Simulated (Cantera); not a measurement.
An isothermal, constant-pressure homogeneous reactor starts with H2 : O2 : N2 = 0.4 : 1 : 16 (molar parts), equivalence ratio 0.20, at 900 K and 173 Torr.

Model: the H2/O2 subset of GRI-Mech 3.0, which has no nitrogen chemistry, integrated in Cantera. Below about 950 K walls govern HO2 and H2O2 in real vessels.

x: mole fraction; the columns are a selection and need not sum to one.

| t (s) | x H2 | x O2 | x O | x H | x HO2 |
|---|---|---|---|---|---|
| 2.00e-5 | 0.0230 | 0.0575 | <1e-12 | <1e-12 | <1e-12 |
| 5.00e-5 | 0.0230 | 0.0575 | <1e-12 | <1e-12 | <1e-12 |
| 0.000125 | 0.0230 | 0.0575 | <1e-12 | 1.16e-12 | 1.54e-12 |
| 0.000313 | 0.0230 | 0.0575 | <1e-12 | 3.21e-12 | 4.74e-12 |
| 0.000783 | 0.0230 | 0.0575 | 4.73e-12 | 1.42e-11 | 2.08e-11 |
| 0.00196 | 0.0230 | 0.0575 | 8.21e-11 | 2.33e-10 | 3.22e-10 |
| 0.00490 | 0.0230 | 0.0575 | 6.25e-8 | 1.77e-7 | [?] |
| 0.0123 | 0.00374 | 0.0482 | 0.000121 | 0.000181 | [?] |
| 0.0306 | 0.000972 | 0.0470 | 1.44e-5 | 5.14e-6 | [?] |
| 0.0766 | 0.000462 | 0.0467 | 3.95e-6 | 7.31e-7 | [?] |
| 0.192 | 0.000248 | 0.0466 | 1.22e-6 | 1.41e-7 | [?] |
| 0.480 | 0.000133 | 0.0466 | 4.39e-7 | 3.42e-8 | [?] |
| 1.20 | 6.05e-5 | 0.0465 | 1.68e-7 | 8.83e-9 | [?] |
| 3.00 | 1.96e-5 | 0.0465 | 4.50e-8 | 1.60e-9 | [?] |

**Question.** What belongs in the gaps?

**Answer.** 
- 0.00490, x HO2: 2.37e-7
- 0.0123, x HO2: 9.18e-6
- 0.0306, x HO2: 5.50e-6
- 0.0766, x HO2: 3.58e-6
- 0.192, x HO2: 2.33e-6
- 0.480, x HO2: 1.49e-6
- 1.20, x HO2: 8.29e-7
- 3.00, x HO2: 3.45e-7
